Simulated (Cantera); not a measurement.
A closed system holds: 1 mol Si2H6, a varied amount of O3, at 1425 K and 0.255 Torr.

Method: chemical equilibrium by Gibbs-energy minimisation in Cantera with the NASA 1993 tables (ideal gas, pure condensed phases). Candidate condensed phases: H2O, Si, SiO2; 18 gas species. The feed counts by its element totals alone. Mutual solubility and eutectic melting of coexisting phases are not modelled. The tables hold silica as quartz up to 1696 K and as liquid above; real silica turns to tridymite and cristobalite and melts near 1996 K. Rates play no part.

x: gas mole fraction; n: condensed amount in mol.

```json
[
 {"n(O3) (mol)": "0.65", "x H2O": "9.06e-7", "x H2": "0.639", "x O2": "<1e-12", "x SiO": "0.361", "x OH": "9.17e-12", "x H": "0.000296", "x O": "<1e-12", "n Si(s)": "0.177", "n SiO2(β-quartz)": "0.127"},
 {"n(O3) (mol)": "0.75", "x H2O": "9.06e-7", "x H2": "0.639", "x O2": "<1e-12", "x SiO": "0.361", "x OH": "9.17e-12", "x H": "0.000296", "x O": "<1e-12", "n Si(s)": "0.0270", "n SiO2(β-quartz)": "0.277"},
 {"n(O3) (mol)": "0.87", "x H2O": "1.11e-6", "x H2": "0.683", "x O2": "<1e-12", "x SiO": "0.317", "x OH": "___", "x H": "0.000306", "x O": "<1e-12", "n Si(s)": "0", "n SiO2(β-quartz)": "0.610"},
 {"n(O3) (mol)": "1", "x H2O": "1.54e-6", "x H2": "0.750", "x O2": "<1e-12", "x SiO": "0.250", "x OH": "___", "x H": "0.000320", "x O": "<1e-12", "n Si(s)": "0", "n SiO2(β-quartz)": "1.00"},
 {"n(O3) (mol)": "1.2", "x H2O": "3.84e-6", "x H2": "0.882", "x O2": "<1e-12", "x SiO": "0.118", "x OH": "___", "x H": "0.000347", "x O": "<1e-12", "n Si(s)": "0", "n SiO2(β-quartz)": "1.60"},
 {"n(O3) (mol)": "1.4", "x H2O": "0.0667", "x H2": "0.933", "x O2": "6.51e-12", "x SiO": "7.17e-6", "x OH": "___", "x H": "0.000357", "x O": "1.92e-10", "n Si(s)": "0", "n SiO2(β-quartz)": "2.00"},
 {"n(O3) (mol)": "1.6", "x H2O": "0.267", "x H2": "0.733", "x O2": "1.69e-10", "x SiO": "1.41e-6", "x OH": "___", "x H": "0.000317", "x O": "9.77e-10", "n Si(s)": "0", "n SiO2(β-quartz)": "2.00"},
 {"n(O3) (mol)": "1.8", "x H2O": "0.467", "x H2": "0.533", "x O2": "9.77e-10", "x SiO": "5.85e-7", "x OH": "___", "x H": "0.000270", "x O": "2.35e-9", "n Si(s)": "0", "n SiO2(β-quartz)": "2.00"},
 {"n(O3) (mol)": "2.1", "x H2O": "0.767", "x H2": "0.233", "x O2": "1.38e-8", "x SiO": "1.56e-7", "x OH": "___", "x H": "0.000179", "x O": "8.83e-9", "n Si(s)": "0", "n SiO2(β-quartz)": "2.00"},
 {"n(O3) (mol)": "2.4", "x H2O": "0.967", "x H2": "0.000192", "x O2": "0.0322", "x SiO": "1.02e-10", "x OH": "___", "x H": "5.13e-6", "x O": "1.35e-5", "n Si(s)": "0", "n SiO2(β-quartz)": "2.00"},
 {"n(O3) (mol)": "2.8", "x H2O": "0.810", "x H2": "6.66e-5", "x O2": "0.189", "x SiO": "4.21e-11", "x OH": "0.000803", "x H": "3.02e-6", "x O": "3.27e-5", "n Si(s)": "0", "n SiO2(β-quartz)": "2.00"},
 {"n(O3) (mol)": "3.3", "x H2O": "0.674", "x H2": "4.22e-5", "x O2": "0.326", "x SiO": "3.21e-11", "x OH": "0.000839", "x H": "2.40e-6", "x O": "4.29e-5", "n Si(s)": "0", "n SiO2(β-quartz)": "2.00"},
 {"n(O3) (mol)": "3.8", "x H2O": "0.576", "x H2": "3.17e-5", "x O2": "0.423", "x SiO": "2.81e-11", "x OH": "0.000829", "x H": "2.08e-6", "x O": "4.89e-5", "n Si(s)": "0", "n SiO2(β-quartz)": "2.00"}
]
```

**Question.** What belongs in the gaps?

**Answer.** 
- 0.87, x OH: 1.08e-11
- 1, x OH: 1.44e-11
- 1.2, x OH: 3.31e-11
- 1.4, x OH: 5.58e-7
- 1.6, x OH: 2.52e-6
- 1.8, x OH: 5.17e-6
- 2.1, x OH: 1.28e-5
- 2.4, x OH: 0.000564
